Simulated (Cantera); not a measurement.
A Cantera script and what it prints.

```python
import numpy as np
import cantera as ct

gas_names = """
    CL CL2 H HCL H2 N NH NH2 NH3 N2 N2H2 N2H4 Si SiCL SiCL2 SiCL3 SiCL4 SiH SiHCL3 SiH2 SiH2CL2 SiH3
    SiH3CL SiH4 SiN Si2 Si2N Si3
""".split()
cond_names = """
    NH4CL(a) NH4CL(b) Si(cr) Si(L) Si3N4(a)
""".split()


# ... load() reads the species with a 1 bar reference pressure and builds the phases ...
atoms = {
    'SiCl4': {'Si': 1, 'CL': 4},
    'HCl': {'H': 1, 'CL': 1},
    'N2': {'N': 2},
}
top_T = {'Si3N4(a)': 2400}  # K; cautious upper limits of use, not melting points


# ... equilibrate(T, P, feed) seeds the gas with the atoms and calls Mixture.equilibrate('TP', solver="vcs", rtol=1e-11, max_steps=5000) ...
results = []
feed = {'SiCl4': 1, 'HCl': 0.038, 'N2': 130}  # mol
P = 550  # Pa
for T in [898, 998, 1098, 1198, 1298, 1398, 1498, 1598, 1698, 1798]:
    mix = equilibrate(T, P, feed)
    results.append((T, P, feed, dict(zip(mix.species_names, mix.species_moles))))
    x = sorted(zip(gas.X, gas.species_names), reverse=True)
    print(f"T = {T:g} K  P = {P:g} Pa  gas = {mix.phase_moles(0):.4g} mol")
    print("   x: " + "  ".join(f"{s} {v:.3e}" for v, s in x if v > 1e-05))
    print("   condensed (mol): " + ("  ".join(f"{mix.phase(i).name} {mix.phase_moles(i):.4g}"
          for i in range(1, mix.n_phases) if mix.phase_moles(i) > 1e-12) or "none"))
```

Result:

```
T = 898 K  P = 550 Pa  gas = 131 mol
   x: N2 9.921e-01  SiCL4 7.631e-03  HCL 2.900e-04
   condensed (mol): none
T = 998 K  P = 550 Pa  gas = 131 mol
   x: N2 9.921e-01  SiCL4 7.631e-03  HCL 2.900e-04
   condensed (mol): none
T = 1098 K  P = 550 Pa  gas = 131 mol
   x: N2 9.921e-01  SiCL4 7.626e-03  HCL 2.900e-04
   condensed (mol): none
T = 1198 K  P = 550 Pa  gas = 131 mol
   x: N2 9.920e-01  SiCL4 7.601e-03  HCL 2.900e-04  CL 3.054e-05  SiCL3 2.906e-05
   condensed (mol): none
T = 1298 K  P = 550 Pa  gas = 131.1 mol
   x: N2 9.919e-01  SiCL4 7.494e-03  HCL 2.899e-04  CL 1.471e-04  SiCL3 1.241e-04  SiCL2 1.229e-05
   condensed (mol): none
T = 1398 K  P = 550 Pa  gas = 131.1 mol
   x: N2 9.915e-01  SiCL4 7.131e-03  CL 5.864e-04  SiCL3 3.997e-04  HCL 2.898e-04  SiCL2 9.572e-05
   condensed (mol): none
T = 1498 K  P = 550 Pa  gas = 131.3 mol
   x: N2 9.901e-01  SiCL4 6.140e-03  CL 1.962e-03  SiCL3 9.786e-04  SiCL2 4.981e-04  HCL 2.894e-04
   condensed (mol): none
T = 1598 K  P = 550 Pa  gas = 131.7 mol
   x: N2 9.868e-01  CL 5.299e-03  SiCL4 4.068e-03  SiCL2 1.802e-03  SiCL3 1.721e-03  HCL 2.884e-04  CL2 1.310e-05
   condensed (mol): none
T = 1698 K  P = 550 Pa  gas = 132.4 mol
   x: N2 9.818e-01  CL 1.038e-02  SiCL2 4.316e-03  SiCL3 1.782e-03  SiCL4 1.454e-03  HCL 2.869e-04  CL2 1.641e-05
   condensed (mol): none
T = 1798 K  P = 550 Pa  gas = 132.9 mol
   x: N2 9.785e-01  CL 1.370e-02  SiCL2 6.403e-03  SiCL3 9.116e-04  HCL 2.856e-04  SiCL4 2.101e-04  CL2 1.054e-05
   condensed (mol): none
```

Cantera equilibrium calculation (NASA polynomials, part measured and part estimated; ideal gas, pure solids and liquids). The tables' values for SiCl3 are old estimates; treat these amounts as uncertain.
